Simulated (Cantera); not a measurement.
Charge: 1 mol SrCl2, 0.086 mol HCl, 0.32 mol N2, held at 2198.15 K.

These are equilibrium values from Cantera (NASA tables, ideal gas, pure condensed phases), not measurements of a reactor. Candidate condensed phases: NH4Cl, Sr, SrCl2; 15 gas species. The numbers say what is thermodynamically allowed, not how fast it happens.

Problem. At 0.750 Torr, list the 5 most abundant gas species with their mole fractions, and the condensed phases.

Solution. SrCl2 0.655, N2 0.217, Cl 0.0520, HCl 0.0320, SrCl 0.0217. Condensed: gas only.
